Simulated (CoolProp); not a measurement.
Properties of nitrous oxide along the isotherm 48.75 °C.

Computed with CoolProp (reference Helmholtz-energy equation of state, Lemmon 2006). It is a short technical equation, of lower accuracy than the large ones.

```tsv
p (MPa)	phase	Z	cp (kJ/(kg K))	cv (kJ/(kg K))	speed of sound (m/s)	isothermal compressibility (1/MPa)
2.01	gas	0.9106	1.026	0.7437	263.1	0.5493
4.02	gas	0.8083	1.250	0.7886	247.1	0.3172
6.04	gas	0.6824	1.764	0.8571	228.7	0.2703
8.05	supercritical	0.5002	4.125	0.9828	207.7	0.3678
10.1	supercritical	0.2920	5.806	0.9963	253.4	0.1595
12.1	supercritical	0.2965	3.332	0.9405	337.2	0.04644
14.1	supercritical	0.3224	2.714	0.9232	392.2	0.02657
16.1	supercritical	0.3522	2.426	0.9153	434.1	0.01871
18.1	supercritical	0.3831	2.254	0.9112	468.5	0.01450
```

The peak of cp marks the crossing from liquid-like to gas-like fluid above the critical point.
